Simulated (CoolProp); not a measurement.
A closed Brayton cycle with carbon dioxide: compressor inlet 327.15 K and 9.2 MPa, high pressure 20.7 MPa, turbine inlet 875 K, compressor efficiency 0.85, turbine efficiency 0.9, recuperator effectiveness 0.8 (on enthalpy, no pinch check). Each further row changes one setting.

Model: reference Helmholtz-energy equation of state, Span 1996, in CoolProp.

| case | thermal efficiency (%) | net work (kJ/kg) | compressor to turbine work | compressor exit (K) | turbine exit (K) |
|---|---|---|---|---|---|
| as stated | 27.7 | 77.4 | 0.33 | 390.6 | 773.6 |
| turbine inlet 825 K | 26.9 | 70.2 | 0.35 | 390.6 | 727.2 |
| compressor inlet 337.15 K | 27.0 | 71.5 | 0.38 | 407.2 | 773.6 |
| high pressure 17.6 MPa | 25.0 | 64.2 | 0.31 | 377.7 | 793.4 |
| recuperator effectiveness 0.5 | 18.7 | 77.4 | 0.33 | 390.6 | 773.6 |
